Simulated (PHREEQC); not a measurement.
Make-up at 65 °C: 0.2 mol HF and 0.0015 mol CsF per kg of water. Closed to the air; pH follows from the charge balance.

Model: ion-association model, wateq4f.dat, run in PHREEQC.

```
Quantity                   Value
----------------  --------------
pH                          2.07
ionic strength    0.0109 mol/kgw
total alkalinity     -200 meq/kg
```

| species | molality | activity | log γ |
|---|---|---|---|
| HF | 0.158 | 0.159 | 0.001 |
| H2F2 | 0.0139 | 0.0140 | 0.001 |
| H+ | 0.00944 | 0.00853 | -0.044 |
| F- | 0.00644 | 0.00573 | -0.051 |
| HF2- | 0.00449 | 0.00399 | -0.051 |
| Cs+ | 0.00150 | 0.00134 | -0.050 |

No solid was allowed to form. Complexes and solids missing from the database can't appear. wateq4f.dat counts part of the HF as a dimer, H2F2, which phreeqc.dat doesn't know; its constant is uncertain. At this temperature some constants are extrapolated from 25 °C, and those without enthalpy data are left unchanged.
